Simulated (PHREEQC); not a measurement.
0.39 g of hydrous ferric oxide (600 m²/g; 0.2 weak and 0.005 strong sites per Fe, Dzombak-Morel constants, diffuse double layer) in 1 kg of water with 0.01 mol/kgw of an inert sodium salt and 0.0014 mol/kgw CaCl2, at 25 °C; the pH is set by adding NaOH or the inert anion's acid. Oxygen is held at 0.21 atm. No CO2 enters from the air. Nothing may precipitate in this run.

Base run: PHREEQC, ion-association model, wateq4f.dat. Each further column changes one thing. The table gives surface charge σ (C/m²).

```
pH    base  background salt from 0.01 to 0.001 mol/kgw  oxide from 0.39 to 2 g/kgw  0.00012 mol/kgw NiCl2 added
---  -----  ------------------------------------------  --------------------------  ---------------------------
3    0.335                                  (withheld)                       0.337                        0.335
4    0.234                                  (withheld)                       0.238                        0.236
4.5  0.177                                  (withheld)                       0.180                        0.178
5.5  0.087                                  (withheld)                       0.088                        0.088
6.5  0.035                                  (withheld)                       0.036                        0.038
7.5  0.011                                       0.007                       0.011                        0.015
8    0.004                                  (withheld)                       0.004                        0.007
9    0.000                                       0.000                      -0.004                        0.001
```

Q: Complete the blanks.

A: 
- 3, background salt from 0.01 to 0.001 mol/kgw: 0.306
- 4, background salt from 0.01 to 0.001 mol/kgw: 0.186
- 4.5, background salt from 0.01 to 0.001 mol/kgw: 0.134
- 5.5, background salt from 0.01 to 0.001 mol/kgw: 0.061
- 6.5, background salt from 0.01 to 0.001 mol/kgw: 0.023
- 8, background salt from 0.01 to 0.001 mol/kgw: 0.003

The oxide is taken as insoluble; below pH 4 it would dissolve. In at least one series the solution becomes supersaturated in solids that the run did not let form, among them Ni(OH)2.
